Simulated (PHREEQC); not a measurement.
Consider water at 20 °C with 34 mmol/kgw LiOH and 1.7 mmol/kgw Na2SiO3. Closed to the air; pH follows from the charge balance.

The numbers come from PHREEQC with the Pitzer model, pitzer.dat.

Precipitation was switched off in this run.

Problem. Estimate the pH, osmotic coefficient.

Solution. pH 12.63; osmotic coefficient 0.942.

Problem. In which forms is Si present?

Solution. H3SiO4- 72 %, H2SiO4-2 28 % of the Si.
